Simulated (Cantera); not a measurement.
Mixture: CH4 : CO : O2 : N2 = 1 : 0.16 : 4.73 : 19.4 (molar parts), equivalence ratio 0.44, at 4.10 bar, adiabatic and at constant volume. Ignition delay is the time to a rise of 400 K.

Model: GRI-Mech 3.0 (53 species, 325 reactions), integrated in Cantera.

Task: What does this change do: pressure from 4.10 bar to 1.30 bar?

Result: 
```csv
quantity,before,after
delay at 1200 K,9.06 ms,25.5 ms
delay at 1250 K,4.69 ms,12.7 ms
delay at 1300 K,2.52 ms,6.57 ms
delay at 1350 K,1.40 ms,3.56 ms
delay at 1400 K,0.808 ms,2.01 ms
delay at 1450 K,0.482 ms,1.19 ms
apparent activation energy between 1350 and 1450 K,170 kJ/mol,180 kJ/mol
```

Task: What does this change do: 0.036 parts H2 added?

Result: 
```json
[
 {"quantity": "delay at 1200 K", "before": "9.06 ms", "after": "6.04 ms"},
 {"quantity": "delay at 1250 K", "before": "4.69 ms", "after": "3.34 ms"},
 {"quantity": "delay at 1300 K", "before": "2.52 ms", "after": "1.89 ms"},
 {"quantity": "delay at 1350 K", "before": "1.40 ms", "after": "1.09 ms"},
 {"quantity": "delay at 1400 K", "before": "0.808 ms", "after": "0.651 ms"},
 {"quantity": "delay at 1450 K", "before": "0.482 ms", "after": "0.399 ms"},
 {"quantity": "apparent activation energy between 1350 and 1450 K", "before": "170 kJ/mol", "after": "160 kJ/mol"}
]
```
